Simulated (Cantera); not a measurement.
A Cantera script and what it prints.

```python
import numpy as np
import cantera as ct

gas_names = """
    H HNO HNO2 HNO3 HO2 H2 H2O H2O2 H2S H2SO4 N NH NH2 NH3 NH2OH NO NO2 NO3 N2 N2H2 N2H4 N2O O OH O2 O3
    S SH SN SO SO2 SO3 S2 S2O S8
""".split()
cond_names = """
    H2O(s) H2O(L) H2SO4(L) S(cr1) S(cr2) S(L)
""".split()


def load(file, names, dense=False):
    # The tables refer to 1 bar. Condensed volumes are neglected.
    table = {s.name: s for s in ct.Species.list_from_file(file)}
    out = []
    for n in names:
        d = dict(table[n].input_data)
        d["thermo"] = dict(d["thermo"], **{"reference-pressure": 1e5})
        if dense:
            d["equation-of-state"] = {"model": "constant-volume", "density": "1e6 g/cm^3"}
        out.append(ct.Species.from_dict(d))
    return out


gas = ct.Solution(thermo="ideal-gas", species=load("nasa_gas.yaml", gas_names))
cond = {s.name: ct.Solution(thermo="fixed-stoichiometry", species=[s], name=s.name)
        for s in load("nasa_condensed.yaml", cond_names, dense=True)}
atoms = {
    'N2O': {'N': 2, 'O': 1},
    'SO2': {'S': 1, 'O': 2},
    'H2': {'H': 2},
}
top_T = {}  # K; cautious upper limits of use, not melting points


def equilibrate(T, P, feed):
    n = {}
    for name, mol in feed.items():
        for a, k in atoms[name].items():
            n[a] = n.get(a, 0.0) + k * mol
    gas.TPX = T, P, n
    mass = sum(n.values()) * gas.mean_molecular_weight
    gas.equilibrate("TP")
    valid = [c for c in cond.values() if c.min_temp <= T <= top_T.get(c.name, c.max_temp)]
    mix = ct.Mixture([(gas, mass / gas.mean_molecular_weight)] + [(c, 0.0) for c in valid])
    mix.T, mix.P = T, P
    mix.equilibrate("TP", solver="vcs", rtol=1e-11, max_steps=5000)
    return mix


results = []
feed = {'N2O': 1, 'SO2': 0.13, 'H2': 0.16}  # mol
T = 1950  # K
for P in [10, 52, 280, 1400, 7600, 40000, 210000, 1100000, 5700000, 30000000]:
    mix = equilibrate(T, P, feed)
    results.append((T, P, feed, dict(zip(mix.species_names, mix.species_moles))))

top = {s: max(r[3][s] / sum(r[3][g] for g in gas_names) for r in results) for s in gas_names}
cols = sorted((s for s in top if top[s] > 0.0001), key=lambda s: -top[s])[:5]
seen = [c for c in cond_names if any(r[3].get(c, 0) > 1e-12 for r in results)]
print("log10 of partial pressures in bar; condensed amounts in mol")
print(f"{'P/Pa':>10s}" + "".join(f"{s[:9]:>10s}" for s in cols + seen))
for T, P, feed, n in results:
    ng = sum(n[g] for g in gas_names)
    print(f"{P:10.4g}" + "".join(f"{np.log10(max(n[s] / ng * P / 1e5, 1e-99)):10.3f}" for s in cols)
          + "".join(f"{n.get(c, 0):10.4g}" for c in seen))
```

It prints:

```
log10 of partial pressures in bar; condensed amounts in mol
      P/Pa        N2        O2       H2O       SO2         O
        10    -4.245    -4.644    -5.108    -5.137    -5.667
        52    -3.524    -3.914    -4.354    -4.411    -5.302
       280    -2.790    -3.176    -3.604    -3.676    -4.933
      1400    -2.090    -2.473    -2.896    -2.975    -4.582
      7600    -1.355    -1.737    -2.156    -2.239    -4.214
     4e+04    -0.634    -1.015    -1.432    -1.518    -3.853
   2.1e+05     0.087    -0.294    -0.710    -0.799    -3.493
   1.1e+06     0.806     0.425     0.010    -0.082    -3.133
   5.7e+06     1.521     1.139     0.726     0.627    -2.776
     3e+07     2.243     1.859     1.448     1.336    -2.416
```

Method: chemical equilibrium by Gibbs-energy minimisation in Cantera with the NASA 1993 tables (ideal gas, pure condensed phases). The ideal-gas law is rough above about 30 bar.
